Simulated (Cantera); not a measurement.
**PbO + O2 + N2 (iron carbonyl, mercury and lead vapours)**

A closed system holds: 1 mol PbO, 0.014 mol O2, 43 mol N2, at 1348 K and 23000 Pa.

Equilibrium computed with Cantera from the NASA thermochemical tables; the gas is ideal and each condensed phase is pure. Candidate condensed phases: Pb, PbO, PbO2, Pb3O4; 12 gas species. Gases not in the tables: (PbO)n polymers. The numbers say what is thermodynamically allowed, not how fast it happens.

```json
{
  "x(N2)": "0.994",
  "x(PbO)": "0.00437",
  "x(O2)": "0.000601",
  "x(Pb)": "0.000586",
  "x(NO)": "3.22e-5",
  "n(PbO(l))": "0.786 mol",
  "gas_amount": "43.24 mol",
  "log10 activity of Pb(l) (absent)": "-1.55"
}
```
